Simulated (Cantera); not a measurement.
Fe2O3 + CO + H2 (carbothermic reduction)

A closed system holds: 1 mol Fe2O3, 4.6 mol CO, 0.47 mol H2, equilibrated at 0.00540 bar.

Cantera equilibrium calculation (NASA polynomials, part measured and part estimated; ideal gas, pure solids and liquids). Candidate condensed phases: C, C6H6, C7H8, C8H18, Fe, Fe(CO)5, FeO, Fe(OH)2, Fe(OH)3, Fe2O3, Fe3O4, H2O; 114 gas species. The tables' stoichiometric FeO is somewhat more stable than real wüstite, so its field is too wide. FeO: taken at fixed stoichiometry. The numbers say what is thermodynamically allowed, not how fast it happens.

From 1398 K to 1648 K the condensed part is FeO(s). At 1698 K the condensed part is FeO(l). The main Fe-bearing gas is Fe throughout.

```json
[
 {"T (K)": "1398", "log p CO": "-2.40", "log p CO2": "-3.05", "log p H2": "-3.47", "log p H2O": "-3.79", "n FeO(s)": "2.00", "n FeO(l)": "0"},
 {"T (K)": "1448", "log p CO": "-2.40", "log p CO2": "-3.05", "log p H2": "-3.48", "log p H2O": "-3.76", "n FeO(s)": "2.00", "n FeO(l)": "0"},
 {"T (K)": "1498", "log p CO": "-2.40", "log p CO2": "-3.05", "log p H2": "-3.50", "log p H2O": "-3.74", "n FeO(s)": "2.00", "n FeO(l)": "0"},
 {"T (K)": "1548", "log p CO": "-2.40", "log p CO2": "-3.06", "log p H2": "-3.51", "log p H2O": "-3.72", "n FeO(s)": "2.00", "n FeO(l)": "0"},
 {"T (K)": "1598", "log p CO": "-2.39", "log p CO2": "-3.06", "log p H2": "-3.52", "log p H2O": "-3.71", "n FeO(s)": "2.00", "n FeO(l)": "0"},
 {"T (K)": "1648", "log p CO": "-2.39", "log p CO2": "-3.06", "log p H2": "-3.53", "log p H2O": "-3.69", "n FeO(s)": "2.00", "n FeO(l)": "0"},
 {"T (K)": "1698", "log p CO": "-2.39", "log p CO2": "-3.07", "log p H2": "-3.54", "log p H2O": "-3.68", "n FeO(s)": "0", "n FeO(l)": "2.00"}
]
```
log p: log10 of the partial pressure in bar; n: condensed amount in mol.
